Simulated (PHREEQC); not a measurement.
Solution (25 °C): 0.023 mol/kgw K2CO3. Closed to the air; pH follows from the charge balance.

Model: ion-association model, phreeqc.dat, run in PHREEQC.

No solid was allowed to form.

Q: Predict the pH, density, specific conductance.

A: pH 11.14; density 1.000 g/cm³; specific conductance 5490 µS/cm.

Q: In which forms is C present?

A: CO3-2 92 %, HCO3- 7.7 % of the C.
